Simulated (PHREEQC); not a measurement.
Ca(OH)2 is added in steps, without added water, to 1 kg of water holding 0.0061 mol/kgw H2SO4 and 0.0059 mol/kgw NiSO4, at 25 °C. Oxygen is held at 0.21 atm. CO2 from the air is kept out. Nothing may precipitate in this run.

Base run: PHREEQC, ion-association model, wateq4f.dat. Each further column changes one thing. The table gives CaSO4 (mol/kgw).

```
Ca(OH)2 added (mol)      base  H2SO4 left out  NiSO4 replaced by CuSO4 at the same molality  NiSO4 from 0.0059 to 0.00531 mol/kgw  solids may form
-------------------  --------  --------------  --------------------------------------------  ------------------------------------  ---------------
0                           0               0                                             0                                     0                0
0.00195              0.000567        0.000478                                      0.000565                              0.000558         0.000567
0.003575              0.00106        0.000871                                       0.00106                               0.00105          0.00106
0.005525              0.00169         0.00131                                       0.00168                               0.00166          0.00169
0.007475              0.00232         0.00162                                       0.00233                               0.00228          0.00230
0.009425              0.00291         0.00181                                       0.00296                               0.00286          0.00290
0.01105               0.00338         0.00193                                       0.00343                               0.00331          0.00340
0.013                 0.00383         0.00205                                       0.00382                               0.00369          0.00382
```

In at least one series the solution becomes supersaturated in solids that the run did not let form, among them Ni(OH)2, Ni4(OH)6SO4. The database's constant for dissolved Cu(OH)2 is higher than later reviews accept. The database's Ni(OH)2 is the aged solid; a fresh precipitate is more soluble. Solids allowed in the column 'solids may form': Gypsum, Portlandite, Ni(OH)2, Ni4(OH)6SO4, Morenosite.
